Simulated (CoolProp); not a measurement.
o-xylene at 527.88 K and 0.161 MPa flows at 3 m/s in a round tube of 20 mm bore and 1.5 µm roughness, fully developed (64/Re and Nu = 3.66 if laminar; Colebrook and Gnielinski if turbulent). Each further row changes one setting.

Computed with CoolProp (reference Helmholtz-energy equation of state, Zhou 2012).

```
case            Reynolds number  Darcy friction factor  pressure drop (Pa/m)  heat-transfer coefficient (W/(m² K))  mass flow (kg/h)
--------------  ---------------  ---------------------  --------------------  ------------------------------------  ----------------
as stated                 21000                 0.0257                  23.2                                  91.1              13.6
velocity 6 m/s            42100                 0.0220                  79.4                                   157              27.2
diameter 40 mm            42100                 0.0218                  9.86                                  78.0              54.5
```

Viscosity comes from a separate model (Cao 2016). Thermal conductivity comes from a separate model (Mylona 2014).
